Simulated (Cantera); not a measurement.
An adiabatic, constant-volume homogeneous reactor starts with H2 : O2 : N2 : H2O : NO = 1 : 1.09 : 4.09 : 0.2 : 0.021 (molar parts), at 1775 K and 0.660 bar.

Detailed kinetics in Cantera: GRI-Mech 3.0 (53 species, 325 reactions).

**Question.** Predict: time of steepest temperature rise; temperature at 3.00 s; equilibrium temperature; x(H2) at 3.00 s; x(O2) at 3.00 s; x(H2O) at 3.00 s; x(OH) at 3.00 s; x(NO) at 3.00 s.

**Answer.** 
```
Item                                                                 Value
---------------------------------  ---------------------------------------
time of steepest temperature rise                                  11.0 µs
temperature at 3.00 s                                               2691 K
equilibrium temperature                                             2691 K
x(H2) at 3.00 s                    0.00876 (gas-phase equilibrium 0.00876)
x(O2) at 3.00 s                      0.0842 (gas-phase equilibrium 0.0842)
x(H2O) at 3.00 s                       0.174 (gas-phase equilibrium 0.174)
x(OH) at 3.00 s                      0.0269 (gas-phase equilibrium 0.0269)
x(NO) at 3.00 s                      0.0184 (gas-phase equilibrium 0.0184)
```
